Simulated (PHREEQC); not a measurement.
Solution (15 °C): 0.012 mol/kgw KOH and 0.0025 mol/kgw KH2PO4. Closed to the air; pH follows from the charge balance.

All values are PHREEQC results (ion-association model, phreeqc.dat), not measurements.

| Quantity | Value |
|---|---|
| pH | 12.20 |
| ionic strength | 0.0196 mol/kgw |
| specific conductance | 2150 µS/cm |
| total alkalinity | 12.0 meq/kg |

| species | molality | activity | log γ |
|---|---|---|---|
| K+ | 0.0145 | 0.0126 | -0.060 |
| OH- | 0.00817 | 0.00710 | -0.061 |
| PO4-3 | 0.00133 | 0.000389 | -0.535 |
| HPO4-2 | 0.00115 | 0.000678 | -0.229 |
| KHPO4- | 1.90e-5 | 1.67e-5 | -0.056 |
| H2PO4- | 8.41e-9 | 7.38e-9 | -0.056 |

Precipitation was switched off in this run.
